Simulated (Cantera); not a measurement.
A closed system holds: 1 mol Al, 14 mol O2, 610 mol H2, 0.87 mol N2, equilibrated at 1648.15 K and 0.00133 bar.

Equilibrium computed with Cantera from the NASA thermochemical tables; the gas is ideal and each condensed phase is pure. Candidate condensed phases: Al, AlN, Al2O3, H2O; 35 gas species. Kinetics and transport are ignored.

Base state: H2 0.953, H2O 0.0433, H 0.00238, N2 0.00142 (mole fractions); condensed: Al2O3(s).

Question: What changes in the equilibrium state with this change: O2 from 14 to 0.64 mol?

Answer: 
```tsv
species	before	after
H2	0.953	0.996
H	0.00238	0.00244
N2	0.00142	0.00142
H2O	0.0433	3.86e-6
Al	<1e-9	0.000198
Al2O	<1e-9	2.91e-5
Al2O3(s), mol	0.500	0.420
```
